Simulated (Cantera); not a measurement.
A closed system holds: 1 mol SiH₂Cl₂, 430 mol H₂, at 0.150 bar.

These are equilibrium values from Cantera (NASA tables, ideal gas, pure condensed phases), not measurements of a reactor. Candidate condensed phases: Si; 19 gas species. The tables' values for SiCl are old estimates; treat these amounts as uncertain. Gases not in the tables: Si₂H₆ and higher silanes. The numbers say what is thermodynamically allowed, not how fast it happens.

x: gas mole fraction; n: condensed amount in mol.

```json
[
 {"T (K)": "1723", "x H₂": "0.995", "x H": "0.000470", "x HCl": "0.00448", "x Si": "6.56e-6", "x SiH": "3.64e-6", "x Cl": "1.64e-6", "x SiH₂": "1.69e-5", "n Si(l)": "0.957"},
 {"T (K)": "1823", "x H₂": "0.994", "x H": "…", "x HCl": "0.00450", "x Si": "…", "x SiH": "…", "x Cl": "…", "x SiH₂": "…", "n Si(l)": "0.938"},
 {"T (K)": "1923", "x H₂": "0.993", "x H": "0.00242", "x HCl": "0.00450", "x Si": "0.000113", "x SiH": "3.57e-5", "x Cl": "8.26e-6", "x SiH₂": "6.68e-5", "n Si(l)": "0.879"},
 {"T (K)": "2023", "x H₂": "0.990", "x H": "…", "x HCl": "0.00449", "x Si": "…", "x SiH": "…", "x Cl": "…", "x SiH₂": "…", "n Si(l)": "…"},
 {"T (K)": "2123", "x H₂": "0.985", "x H": "0.00919", "x HCl": "0.00445", "x Si": "0.00113", "x SiH": "0.000225", "x Cl": "3.05e-5", "x SiH₂": "0.000202", "n Si(l)": "0.271"},
 {"T (K)": "2223", "x H₂": "0.977", "x H": "0.0163", "x HCl": "0.00445", "x Si": "0.00173", "x SiH": "0.000281", "x Cl": "5.41e-5", "x SiH₂": "0.000183", "n Si(l)": "0"},
 {"T (K)": "2323", "x H₂": "0.966", "x H": "0.0276", "x HCl": "0.00442", "x Si": "0.00185", "x SiH": "0.000249", "x Cl": "9.09e-5", "x SiH₂": "0.000121", "n Si(l)": "0"},
 {"T (K)": "2423", "x H₂": "0.949", "x H": "0.0446", "x HCl": "0.00435", "x Si": "0.00193", "x SiH": "0.000217", "x Cl": "0.000145", "x SiH₂": "8.05e-5", "n Si(l)": "0"},
 {"T (K)": "2523", "x H₂": "0.924", "x H": "0.0690", "x HCl": "0.00422", "x Si": "0.00197", "x SiH": "0.000187", "x Cl": "0.000222", "x SiH₂": "5.38e-5", "n Si(l)": "0"}
]
```

Fill in the missing entries.


- 2023, x H: 0.00488
- 2023, x Si: 0.000379
- 2023, x SiH: 9.40e-5
- 2023, x Cl: 1.64e-5
- 2023, x SiH₂: 0.000120
- 2023, n Si(l): 0.710
- 1823, x H: 0.00112
- 1823, x Si: 2.95e-5
- 1823, x SiH: 1.22e-5
- 1823, x Cl: 3.85e-6
- 1823, x SiH₂: 3.49e-5
